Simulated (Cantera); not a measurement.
An isothermal, constant-pressure homogeneous reactor starts with H₂ : O₂ = 0.035 : 1 (molar parts), equivalence ratio 0.018, at 1275 K and 9.75 Torr.

Model: the H2/O2 subset of GRI-Mech 3.0, which has no nitrogen chemistry, integrated in Cantera. Radical loss at walls, strong at low pressure, is not modelled. The temperature is held fixed by assumption; the heat of reaction is taken as removed at once.

x: mole fraction; the columns are a selection and need not sum to one.

```
t (s)         x H₂   x O₂     x H₂O        x OH       x O       x H
--------  --------  -----  --------  ----------  --------  --------
2.00e-6     0.0338  0.966    <1e-12    6.80e-12  6.82e-12  2.15e-10
1.00e-5     0.0338  0.966  5.99e-12    1.53e-10  1.56e-10  9.64e-10
5.02e-5     0.0338  0.966  5.52e-10  (withheld)   2.81e-9   3.32e-9
0.000252    0.0338  0.966   3.79e-8  (withheld)   4.77e-8   1.80e-8
0.00126     0.0337  0.966   4.91e-5  (withheld)   3.76e-5   1.16e-5
0.00632   0.000407  0.938    0.0303  (withheld)    0.0248   0.00338
0.0317    0.000306  0.945    0.0313  (withheld)    0.0183   0.00215
0.159     0.000101  0.959    0.0332  (withheld)   0.00580  0.000389
0.795      9.39e-6  0.965    0.0341  (withheld)  0.000529   1.08e-5
3.98       6.34e-7  0.966    0.0343  (withheld)   3.58e-5   1.90e-7
20.0       6.54e-8  0.966    0.0344  (withheld)   3.70e-6   6.35e-9
100        1.80e-8  0.966    0.0344  (withheld)   1.02e-6  9.24e-10
```

### Question
Some entries are withheld; supply them.

### Answer

- 5.02e-5, x OH: 2.60e-9
- 0.000252, x OH: 3.71e-8
- 0.00126, x OH: 2.75e-5
- 0.00632, x OH: 0.00301
- 0.0317, x OH: 0.00262
- 0.159, x OH: 0.00152
- 0.795, x OH: 0.000464
- 3.98, x OH: 0.000121
- 20.0, x OH: 3.90e-5
- 100, x OH: 2.05e-5
